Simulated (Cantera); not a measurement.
Cantera run:

```python
import numpy as np
import cantera as ct

gas_names = [...]  # 131 gases of nasa_gas.yaml made of C, H, O
cond_names = """
    C(gr) C6H6(L) C7H8(L) C8H18(L),n-octa H2O(s) H2O(L)
""".split()


# ... load() reads the species with a 1 bar reference pressure and builds the phases ...
atoms = {
    'C2H5OH': {'C': 2, 'H': 6, 'O': 1},
    'O2': {'O': 2},
}
top_T = {'C(gr)': 4500}  # K; cautious upper limits of use, not melting points


# ... equilibrate(T, P, feed) seeds the gas with the atoms and calls Mixture.equilibrate('TP', solver="vcs", rtol=1e-11, max_steps=5000) ...
results = []
feed = {'C2H5OH': 1, 'O2': 0.015}  # mol
P = 35  # Pa
for T in [3000, 3500, 4000, 4500, 5000]:
    mix = equilibrate(T, P, feed)
    results.append((T, P, feed, dict(zip(mix.species_names, mix.species_moles))))

top = {s: max(r[3][s] / sum(r[3][g] for g in gas_names) for r in results) for s in gas_names}
cols = sorted((s for s in top if top[s] > 0.0001), key=lambda s: -top[s])[:8]
seen = [c for c in cond_names if any(r[3].get(c, 0) > 1e-12 for r in results)]
print("log10 of partial pressures in bar; condensed amounts in mol")
print(f"{'T/K':>10s}" + "".join(f"{s[:9]:>10s}" for s in cols + seen))
for T, P, feed, n in results:
    ng = sum(n[g] for g in gas_names)
    print(f"{T:10.4g}" + "".join(f"{np.log10(max(n[s] / ng * P / 1e5, 1e-99)):10.3f}" for s in cols)
          + "".join(f"{n.get(c, 0):10.4g}" for c in seen))
```

Result:

```
log10 of partial pressures in bar; condensed amounts in mol
       T/K         H         C        CO         O        C3        H2        C2  Electron
      3000    -3.564    -4.825    -4.319   -11.140    -5.096    -5.524    -5.559   -10.700
      3500    -3.580    -4.387    -4.345    -8.875    -7.112    -6.703    -6.204    -9.049
      4000    -3.581    -4.372    -4.348    -6.839    -9.572    -7.567    -7.317    -7.957
      4500    -3.587    -4.333    -4.400    -5.330   -11.405    -8.251    -8.129    -7.085
      5000    -3.615    -4.190    -4.799    -4.588   -12.535    -8.846    -8.556    -6.327
```

Equilibrium computed with Cantera from the NASA thermochemical tables; the gas is ideal and each condensed phase is pure.
